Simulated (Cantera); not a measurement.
Charge: 1 mol SiCl4, 1.9 mol HCl, 8.9 mol H2, held at 1100 K and 6.50 bar.

Method: chemical equilibrium by Gibbs-energy minimisation in Cantera with the NASA 1993 tables (ideal gas, pure condensed phases). Candidate condensed phases: Si; 19 gas species. The tables' values for SiCl3 are old estimates; treat these amounts as uncertain. The numbers say what is thermodynamically allowed, not how fast it happens.

Base state: H2 0.749, HCl 0.166, SiCl4 0.0793, SiHCl3 0.00526, SiCl3 0.000133, SiH2Cl2 4.18e-5 (mole fractions); condensed: gas only.

Problem. What changes in the equilibrium state with this change: temperature from 1100 K to 1398 K?

Solution. 
```csv
species,before,after
H2,0.749,0.729
HCl,0.166,0.187
SiCl4,0.0793,0.0604
SiHCl3,0.00526,0.0165
SiCl2,3.12e-6,0.00178
SiCl3,0.000133,0.00502
SiH2Cl2,4.18e-5,0.000680
```
